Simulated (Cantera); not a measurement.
A closed system holds: 1 mol PbS, 7.1 mol H2, at 1577 °C and 0.100 bar.

Cantera equilibrium calculation (NASA polynomials, part measured and part estimated; ideal gas, pure solids and liquids). Equilibrium is a limit: real reactors are often held back by kinetics, nucleation or transport.

| species | before | after |
|---|---|---|
| H2 | 0.833 | 1.000 |
| H2S | 0.0267 | 6.97e-5 |
| PbS | 0.0649 | <1e-9 |
| Pb | 0.0566 | <1e-9 |
| S2 | 0.0122 | <1e-9 |
| SH | 0.00503 | <1e-9 |
| H | 0.00155 | <1e-9 |
| S | 0.000385 | <1e-9 |
| Pb(l), mol | 0 | 0.000495 |
| PbS(s), mol | 0 | 1.000 |
Gas species are given as mole fractions.

Q: What was changed between the two runs?
(A) temperature from 1577 °C to 1100 °C
(B) pressure from 0.100 bar to 0.500 bar
(C) H2 from 7.1 to 2000 mol
(D) temperature from 1577 °C to 350 °C

A: D, temperature from 1577 °C to 350 °C
